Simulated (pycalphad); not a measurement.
**Phase fractions of Ti-0.2962C (wt.%)**

All values are pycalphad results on the COST 507 light-alloy database (1999) (1 atm), not direct measurements. The database dates from 1999; later assessments differ in places, in temperatures and in the compounds included. Phase fractions are per mole of atoms. Diffusion is slow at the low end, where real alloys seldom reach equilibrium.

```tsv
T (K)	liquid	bcc	fcc	hcp
1500	-	1.000	-	-
1350	-	0.987	0.013	-
1200	-	0.977	0.023	-
1050	-	-	0.005	0.995
900	-	-	0.019	0.981
750	-	-	0.027	0.973
600	-	-	0.031	0.969
```

The fcc model also describes the rock-salt carbide or nitride (TiC, TiN, HfC).
